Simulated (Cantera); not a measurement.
B₂H₆ + O₂ + H₂ (boron, boron nitride and boron oxide)

Feed: 1 mol B₂H₆, 0.3 mol O₂, 41 mol H₂, equilibrated at 1425 K.

Equilibrium computed with Cantera from the NASA thermochemical tables; the gas is ideal and each condensed phase is pure. Candidate condensed phases: B, B₂O₃, B₃O₃H₃, H₂O; 23 gas species. The feed counts by its element totals alone. Mutual solubility and eutectic melting of coexisting phases are not modelled. Rates play no part.

```json
[
 {"P (Pa)": "10", "log p H₂": "-4.01", "log p HBO": "-5.96", "log p B₃O₃H₃": "-11.58", "log p B₂O₂": "-6.95", "log p H": "-7.17", "log p BO": "-7.66", "log p HBO₂": "-8.78", "n B(s)": "1.40", "n B₂O₃(l)": "0"},
 {"P (Pa)": "32", "log p H₂": "-3.50", "log p HBO": "-5.45", "log p B₃O₃H₃": "-10.06", "log p B₂O₂": "-6.44", "log p H": "-6.92", "log p BO": "-7.40", "log p HBO₂": "-8.02", "n B(s)": "1.40", "n B₂O₃(l)": "0"},
 {"P (Pa)": "100", "log p H₂": "-3.01", "log p HBO": "-4.96", "log p B₃O₃H₃": "-8.58", "log p B₂O₂": "-5.95", "log p H": "-6.67", "log p BO": "-7.16", "log p HBO₂": "-7.28", "n B(s)": "1.40", "n B₂O₃(l)": "0"},
 {"P (Pa)": "320", "log p H₂": "-2.50", "log p HBO": "-4.46", "log p B₃O₃H₃": "-7.09", "log p B₂O₂": "-5.46", "log p H": "-6.42", "log p BO": "-6.91", "log p HBO₂": "-6.53", "n B(s)": "1.41", "n B₂O₃(l)": "0"},
 {"P (Pa)": "1000", "log p H₂": "-2.01", "log p HBO": "-3.99", "log p B₃O₃H₃": "-5.67", "log p B₂O₂": "-5.01", "log p H": "-6.17", "log p BO": "-6.69", "log p HBO₂": "-5.84", "n B(s)": "1.41", "n B₂O₃(l)": "0"},
 {"P (Pa)": "3200", "log p H₂": "-1.50", "log p HBO": "-3.58", "log p B₃O₃H₃": "-4.44", "log p B₂O₂": "-4.70", "log p H": "-5.92", "log p BO": "-6.53", "log p HBO₂": "-5.27", "n B(s)": "1.41", "n B₂O₃(l)": "0"},
 {"P (Pa)": "10000", "log p H₂": "-1.00", "log p HBO": "-3.32", "log p B₃O₃H₃": "-3.66", "log p B₂O₂": "-4.67", "log p H": "-5.67", "log p BO": "-6.52", "log p HBO₂": "-5.00", "n B(s)": "1.43", "n B₂O₃(l)": "0.0226"},
 {"P (Pa)": "32000", "log p H₂": "-0.50", "log p HBO": "-3.08", "log p B₃O₃H₃": "-2.94", "log p B₂O₂": "-4.70", "log p H": "-5.41", "log p BO": "-6.53", "log p HBO₂": "-4.77", "n B(s)": "1.40", "n B₂O₃(l)": "0"},
 {"P (Pa)": "100000", "log p H₂": "0.00", "log p HBO": "-2.90", "log p B₃O₃H₃": "-2.39", "log p B₂O₂": "-4.82", "log p H": "-5.17", "log p BO": "-6.59", "log p HBO₂": "-4.65", "n B(s)": "1.40", "n B₂O₃(l)": "0"}
]
```
log p: log10 of the partial pressure in bar; n: condensed amount in mol.

From 10.0 Pa to 3200 Pa the condensed part is B(s). At 10000 Pa the condensed part is B(s) + B₂O₃(l). From 32000 Pa to 100000 Pa the condensed part is B(s). The main B-bearing gas is HBO at 10.0 Pa and B₃O₃H₃ at 100000 Pa. The share of B in condensed phases is highest at 10000 Pa (73.7 %) and lowest at 100000 Pa (70.0 %).
